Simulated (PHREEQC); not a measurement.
Solution (25 °C): 0.0014 mol/kgw ZnSO4, 0.00048 mol/kgw MgSO4, 0.00084 mol/kgw NaF, 0.21 mol/kgw Na2SO4 and 0.027 mol/kgw HNO3. Closed to the air; pH follows from the charge balance.

Computed with PHREEQC (ion-association model, wateq4f.dat).

| Quantity | Result |
|---|---|
| pH | 2.31 |
| ionic strength | 0.514 mol/kgw |
| activity of water | 0.990 |
| total alkalinity | -27.0 meq/kg |

```json
[
 {"species": "Na+", "molality": "0.368", "activity": "0.261", "log γ": "-0.150"},
 {"species": "SO4-2", "molality": "0.137", "activity": "0.0279", "log γ": "-0.692"},
 {"species": "NaSO4-", "molality": "0.0528", "activity": "0.0365", "log γ": "-0.161"},
 {"species": "NO3-", "molality": "0.0270", "activity": "0.0165", "log γ": "-0.214"},
 {"species": "HSO4-", "molality": "0.0199", "activity": "0.0132", "log γ": "-0.178"},
 {"species": "H+", "molality": "0.00640", "activity": "0.00488", "log γ": "-0.117"},
 {"species": "HF", "molality": "0.000661", "activity": "0.000744", "log γ": "0.051"},
 {"species": "ZnSO4", "molality": "0.000544", "activity": "0.000612", "log γ": "0.051"}
]
```

No solid was allowed to form. Species that the database lacks are ignored.
